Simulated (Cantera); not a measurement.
What does this Cantera script print?

```python
import numpy as np
import cantera as ct

gas = ct.Solution("h2o2.yaml")
gas.TPX = 425, 900000, {'H2': 1, 'O2': 0.455, 'N2': 1.71}
flame = ct.FreeFlame(gas, width=0.0086)
flame.set_refine_criteria(ratio=3, slope=0.08, curve=0.16)
flame.transport_model = "mixture-averaged"
flame.solve(loglevel=0, auto=True)
z, T = flame.grid, flame.T
thick = (T[-1] - T[0]) / np.gradient(T, z).max()
show = ['H2', 'O2', 'O', 'OH', 'H2O', 'HO2']
print(f"laminar burning velocity  {flame.velocity[0] * 100:.3f} cm/s")
print(f"burnt temperature         {T[-1]:.1f} K")
print(f"thermal thickness         {thick * 1e3:.4f} mm")
print(f"grid points               {len(z)}")
z0 = z[flame.heat_release_rate.argmax()]
print(f"{'z/mm':>9s}{'T/K':>9s}{'u/(m/s)':>9s}" + "".join(f"{s:>11s}" for s in show))
rows = []
for k in (-3, -2, -1.5, -1, -0.5, -0.25, 0, 0.25, 0.5, 1, 2, 4, 8):
    zz = z0 + k * thick
    rows.append([k * thick, np.interp(zz, z, T), np.interp(zz, z, flame.velocity),
                 *(np.interp(zz, z, flame.X[gas.species_index(s)]) for s in show)])
    print(f"{rows[-1][0] * 1e3:9.3f}{rows[-1][1]:9.1f}{rows[-1][2]:9.3f}" + "".join(f"{x:11.3e}" for x in rows[-1][3:]))
```

It prints:

```
laminar burning velocity  355.891 cm/s
burnt temperature         2537.7 K
thermal thickness         0.0263 mm
grid points               111
     z/mm      T/K  u/(m/s)         H2         O2          O         OH        H2O        HO2
   -0.079    425.0    3.559  3.159e-01  1.438e-01  1.078e-10  9.186e-13  5.408e-08  1.682e-09
   -0.053    425.1    3.558  3.156e-01  1.438e-01  1.182e-09  1.036e-11  6.450e-07  2.238e-08
   -0.039    425.4    3.557  3.149e-01  1.440e-01  6.597e-09  6.810e-11  4.080e-06  1.589e-07
   -0.026    428.9    3.567  3.107e-01  1.449e-01  9.442e-08  4.082e-09  7.999e-05  3.952e-06
   -0.013    512.5    4.110  2.802e-01  1.490e-01  5.527e-06  1.516e-05  5.099e-03  4.155e-04
   -0.007    862.2    6.623  2.270e-01  1.394e-01  2.018e-04  8.839e-04  4.242e-02  1.448e-03
    0.000   1367.3   10.226  1.564e-01  1.033e-01  1.842e-03  2.811e-03  1.246e-01  6.819e-04
    0.007   1720.6   12.746  9.747e-02  5.945e-02  4.022e-03  6.743e-03  2.050e-01  3.101e-04
    0.013   1919.6   14.156  6.646e-02  3.284e-02  4.758e-03  1.070e-02  2.506e-01  1.447e-04
    0.026   2112.3   15.475  4.869e-02  1.564e-02  4.254e-03  1.389e-02  2.814e-01  5.441e-05
    0.053   2272.2   16.511  4.199e-02  9.243e-03  2.652e-03  1.319e-02  2.985e-01  2.426e-05
    0.105   2389.3   17.237  3.668e-02  5.657e-03  1.362e-03  1.061e-02  3.117e-01  1.096e-05
    0.210   2464.4   17.685  3.214e-02  3.241e-03  6.687e-04  7.988e-03  3.215e-01  4.716e-06
```

Detailed kinetics in Cantera: the H2/O2 subset of GRI-Mech 3.0, which has no nitrogen chemistry. The hydrogen kinetics of GRI-Mech 3.0 are dated; newer H2 mechanisms differ, most at raised pressure. Burning velocities carry a grid error of a few per cent, more on coarse grids.
